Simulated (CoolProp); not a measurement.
Vapour-liquid equilibrium of R143a (1) + R152A (2) at 1280 kPa; x and y are mole fractions of (1).

Values from CoolProp's multi-fluid Helmholtz-energy mixture model, Lemmon and Jacobsen 2000 and Outcalt 1996; pair parameters Bell 2016.

| x | bubble temperature, mixture model (°C) | bubble temperature, Raoult's law (°C) | y, mixture model | y, Raoult's law |
|---|---|---|---|---|
| 0.05 | 51.1 | 51.5 | 0.087 | 0.093 |
| 0.125 | 48.1 | 48.8 | 0.204 | 0.219 |
| 0.2 | 45.3 | 46.2 | 0.307 | 0.331 |
| 0.275 | 42.7 | 43.8 | 0.399 | 0.430 |
| 0.35 | 40.4 | 41.5 | 0.481 | 0.519 |
| 0.425 | 38.3 | 39.3 | 0.556 | 0.599 |
| 0.5 | 36.3 | 37.3 | 0.625 | 0.670 |
| 0.575 | 34.4 | 35.3 | 0.689 | 0.734 |
| 0.65 | 32.7 | 33.4 | 0.750 | 0.792 |
| 0.725 | 31.0 | 31.6 | 0.807 | 0.845 |
| 0.8 | 29.4 | 29.8 | 0.862 | 0.893 |
| 0.875 | 27.9 | 28.2 | 0.915 | 0.936 |
| 0.95 | 26.5 | 26.6 | 0.966 | 0.976 |

The largest gap from Raoult's law is -1.1 K in bubble temperature, at x = 0.35. No azeotrope shows between x = 0.05 and 0.95.

Pair parameters are fitted to limited data, so mixtures are less certain than the pure fluids.
